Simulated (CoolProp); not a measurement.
Properties of octamethylcyclotetrasiloxane (D4) along the isotherm 346.85 °C.

The numbers come from the reference Helmholtz-energy equation of state, Thol 2015 in CoolProp.

| p (kPa) | phase | Z | cp (kJ/(kg K)) | cv (kJ/(kg K)) | speed of sound (m/s) | Joule-Thomson coefficient (K/MPa) |
|---|---|---|---|---|---|---|
| 2.13 | gas | 0.9996 | 2.039 | 2.011 | 132.7 | 7.016 |
| 3.32 | gas | 0.9993 | 2.039 | 2.011 | 132.7 | 7.019 |
| 5.16 | gas | 0.9989 | 2.039 | 2.011 | 132.6 | 7.023 |
| 8.04 | gas | 0.9983 | 2.039 | 2.011 | 132.5 | 7.029 |
| 12.5 | gas | 0.9974 | 2.039 | 2.011 | 132.4 | 7.040 |
| 19.5 | gas | 0.9959 | 2.040 | 2.011 | 132.2 | 7.056 |
| 30.4 | gas | 0.9936 | 2.040 | 2.011 | 131.9 | 7.081 |
| 47.3 | gas | 0.9900 | 2.041 | 2.012 | 131.5 | 7.121 |
| 73.6 | gas | 0.9843 | 2.043 | 2.012 | 130.7 | 7.184 |
| 115 | gas | 0.9754 | 2.045 | 2.013 | 129.6 | 7.287 |
| 178 | gas | 0.9616 | 2.050 | 2.015 | 127.8 | 7.449 |
| 278 | gas | 0.9392 | 2.057 | 2.017 | 124.9 | 7.726 |
| 433 | gas | 0.9032 | 2.070 | 2.021 | 120.1 | 8.207 |
| 674 | gas | 0.8438 | 2.097 | 2.028 | 112.2 | 9.112 |
